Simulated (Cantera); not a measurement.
Cantera run, input and output.

```python
import numpy as np
import cantera as ct

gas = ct.Solution("SiF4_NH3_mec.yaml", "gas")
gas.TPX = 1550, 6500, {'NH3': 1, 'H2': 12}
reactor = ct.IdealGasConstPressureReactor(gas, energy="off", clone=False)
net = ct.ReactorNet([reactor])
net.rtol, net.atol = 1e-08, 1e-18
show = ['NH3', 'H2', 'N2H4', 'NH', 'H']
times = np.geomspace(9e-06, 100, 15)

steps = ct.SolutionArray(gas, extra=["t"])
rows = []
print(f"{'t/s':>10s}{'T/K':>9s}{'P/Pa':>11s}" + "".join(f"{s:>11s}" for s in show))
for t in times:
    while net.time < t:
        t_next = net.step()
        steps.append(gas.state, t=t_next)
    rows.append([np.interp(t, steps.t, y) for y in (steps.T, steps.P, *steps(*show).X.T)])
    print(f"{t:10.3e}{rows[-1][0]:9.1f}{rows[-1][1]:11.4g}" + "".join(f"{x:11.3e}" for x in rows[-1][2:]))
rate = np.gradient(steps.T, steps.t)
print("integrator steps:", len(steps.t))
if steps.T.max() > steps.T[0] + 200:
    print(f"time of steepest temperature rise: {steps.t[rate.argmax()]:.4e} s")
gas.TPX = 1550, 6500, {'NH3': 1, 'H2': 12}
gas.equilibrate("TP")
print(f"equilibrium (TP): T = {gas.T:.1f} K  " + "  ".join(f"{s} {gas[s].X[0]:.3e}" for s in show))
```

It prints:

```
       t/s      T/K       P/Pa        NH3         H2       N2H4         NH          H
 9.000e-06   1550.0       6500  7.692e-02  9.231e-01  4.390e-20  1.632e-17  1.214e-09
 2.868e-05   1550.0       6500  7.692e-02  9.231e-01  6.581e-19  2.685e-16  4.332e-09
 9.136e-05   1550.0       6500  7.692e-02  9.231e-01  1.116e-17  3.351e-15  1.436e-08
 2.911e-04   1550.0       6500  7.692e-02  9.231e-01  1.907e-16  3.682e-14  4.630e-08
 9.275e-04   1550.0       6500  7.692e-02  9.231e-01  2.516e-15  3.812e-13  1.481e-07
 2.955e-03   1550.0       6500  7.692e-02  9.231e-01  2.802e-14  3.898e-12  4.724e-07
 9.416e-03   1550.0       6500  7.692e-02  9.231e-01  2.928e-13  3.964e-11  1.505e-06
 3.000e-02   1550.0       6500  7.692e-02  9.231e-01  2.996e-12  4.023e-10  4.794e-06
 9.558e-02   1550.0       6500  7.692e-02  9.231e-01  3.006e-11  4.034e-09  1.519e-05
 3.045e-01   1550.0       6500  7.691e-02  9.230e-01  2.619e-10  3.530e-08  4.497e-05
 9.703e-01   1550.0       6500  7.679e-02  9.231e-01  7.550e-10  1.025e-07  7.673e-05
 3.092e+00   1550.0       6500  7.634e-02  9.233e-01  7.730e-10  1.056e-07  7.814e-05
 9.851e+00   1550.0       6500  7.490e-02  9.241e-01  7.504e-10  1.045e-07  7.853e-05
 3.139e+01   1550.0       6500  7.059e-02  9.264e-01  6.838e-10  1.010e-07  7.974e-05
 1.000e+02   1550.0       6500  5.914e-02  9.325e-01  5.167e-10  9.122e-08  8.331e-05
integrator steps: 510
equilibrium (TP): T = 1550.0 K  NH3 6.141e-07  H2 9.642e-01  N2H4 1.140e-19  NH 1.909e-12  H 1.221e-04
```

Computed with Cantera and the gas-phase N/H chemistry of the illustrative SiF4/NH3 mechanism in the Surface Chemkin manual (1991). Walls and surfaces, which speed up NH3 decomposition in real reactors, are not modelled.
